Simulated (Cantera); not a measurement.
**SO2 + O2 (abatement and gas-phase synthesis)**

Input: 1 mol SO2, 0.29 mol O2, at 390 Pa.

Method: chemical equilibrium by Gibbs-energy minimisation in Cantera with the NASA 1993 tables (ideal gas, pure condensed phases). Candidate condensed phases: S; 10 gas species. Kinetics and transport are ignored.

```json
[
 {"T (°C)": "1200", "log p SO2": "-2.52", "log p O2": "-3.06", "log p O": "-7.08", "log p SO": "-7.64"},
 {"T (°C)": "1300", "log p SO2": "-2.52", "log p O2": "-3.06", "log p O": "-6.51", "log p SO": "-6.96"},
 {"T (°C)": "1400", "log p SO2": "-2.52", "log p O2": "-3.06", "log p O": "-6.00", "log p SO": "-6.36"},
 {"T (°C)": "1500", "log p SO2": "-2.52", "log p O2": "-3.06", "log p O": "-5.56", "log p SO": "-5.83"},
 {"T (°C)": "1600", "log p SO2": "-2.52", "log p O2": "-3.06", "log p O": "-5.16", "log p SO": "-5.35"},
 {"T (°C)": "1700", "log p SO2": "-2.52", "log p O2": "-3.06", "log p O": "-4.80", "log p SO": "-4.93"},
 {"T (°C)": "1800", "log p SO2": "-2.53", "log p O2": "-3.06", "log p O": "-4.47", "log p SO": "-4.55"},
 {"T (°C)": "1900", "log p SO2": "-2.54", "log p O2": "-3.07", "log p O": "-4.18", "log p SO": "-4.21"}
]
```
log p: log10 of the partial pressure in bar; nothing condenses.

From 1200 °C to 1900 °C nothing is condensed.
